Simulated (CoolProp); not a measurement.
The numbers come from the reference Helmholtz-energy equation of state, Bücker 2006 in CoolProp.

**Question.** Give the vapour pressure (MPa), liquid density (kg/m³), vapour density (kg/m³), enthalpy of vaporisation (kJ/kg) of saturated isobutane at -1.75, 14.75, 80.45 °C.

**Answer.** 
```tsv
T (°C)	p (MPa)	liquid density (kg/m³)	vapour density (kg/m³)	enthalpy of vaporisation (kJ/kg)
-1.75	0.147	583	4.01	356
14.75	0.257	563	6.78	340
80.45	1.36	469	36.1	252
```
